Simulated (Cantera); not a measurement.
Stirred combustor or abatement burner

A perfectly stirred reactor is fed with 16.8 % CO, 20.2 % H2, 13.2 % O2, 49.7 % N2, equivalence ratio 1.4, at 760 Torr; it is adiabatic with a 300 K inlet, and is followed from long to short residence time, starting on the burning branch (τ in s: 0.021, 0.013, 0.0079, 0.0049, 0.003, 0.0019, 0.0012, 0.00072, 0.00045, 0.00028, 0.00017, 0.00011, 6.6e-05).

Model: GRI-Mech 3.0 (53 species, 325 reactions), integrated in Cantera.

```json
[
 {"τ (s)": "0.021", "T (K)": "2276", "x CO": "0.0921", "x H2": "0.0322", "x O2": "0.00123", "x H2O": "0.195", "x N2O": "2.72e-8", "x NO": "0.000370", "x O": "0.000449"},
 {"τ (s)": "0.013", "T (K)": "2258", "x CO": "0.0925", "x H2": "0.0325", "x O2": "0.00168", "x H2O": "0.193", "x N2O": "2.85e-8", "x NO": "0.000322", "x O": "0.000629"},
 {"τ (s)": "0.0079", "T (K)": "2233", "x CO": "0.0930", "x H2": "0.0331", "x O2": "0.00233", "x H2O": "0.191", "x N2O": "3.00e-8", "x NO": "0.000267", "x O": "0.000896"},
 {"τ (s)": "0.0049", "T (K)": "2203", "x CO": "0.0935", "x H2": "0.0337", "x O2": "0.00316", "x H2O": "0.189", "x N2O": "3.17e-8", "x NO": "0.000214", "x O": "0.00125"},
 {"τ (s)": "0.0030", "T (K)": "2165", "x CO": "0.0942", "x H2": "0.0346", "x O2": "0.00424", "x H2O": "0.185", "x N2O": "3.34e-8", "x NO": "0.000167", "x O": "0.00175"},
 {"τ (s)": "0.0019", "T (K)": "2122", "x CO": "0.0950", "x H2": "0.0356", "x O2": "0.00546", "x H2O": "0.182", "x N2O": "3.50e-8", "x NO": "0.000132", "x O": "0.00235"},
 {"τ (s)": "0.0012", "T (K)": "2071", "x CO": "0.0956", "x H2": "0.0367", "x O2": "0.00689", "x H2O": "0.178", "x N2O": "3.65e-8", "x NO": "0.000107", "x O": "0.00309"},
 {"τ (s)": "0.00072", "T (K)": "2005", "x CO": "0.0963", "x H2": "0.0380", "x O2": "0.00870", "x H2O": "0.173", "x N2O": "3.79e-8", "x NO": "8.74e-5", "x O": "0.00410"},
 {"τ (s)": "0.00045", "T (K)": "1936", "x CO": "0.0968", "x H2": "0.0392", "x O2": "0.0105", "x H2O": "0.168", "x N2O": "3.88e-8", "x NO": "7.47e-5", "x O": "0.00516"},
 {"τ (s)": "0.00028", "T (K)": "1859", "x CO": "0.0972", "x H2": "0.0403", "x O2": "0.0126", "x H2O": "0.162", "x N2O": "3.92e-8", "x NO": "6.40e-5", "x O": "0.00632"},
 {"τ (s)": "0.00017", "T (K)": "1770", "x CO": "0.0979", "x H2": "0.0412", "x O2": "0.0150", "x H2O": "0.156", "x N2O": "3.93e-8", "x NO": "5.29e-5", "x O": "0.00757"},
 {"τ (s)": "0.00011", "T (K)": "1686", "x CO": "0.0994", "x H2": "0.0417", "x O2": "0.0177", "x H2O": "0.152", "x N2O": "3.93e-8", "x NO": "4.25e-5", "x O": "0.00858"},
 {"τ (s)": "6.6e-5", "T (K)": "1578", "x CO": "0.104", "x H2": "0.0423", "x O2": "0.0223", "x H2O": "0.147", "x N2O": "3.94e-8", "x NO": "2.97e-5", "x O": "0.00946"}
]
```
x: mole fraction; the columns are a selection and need not sum to one.
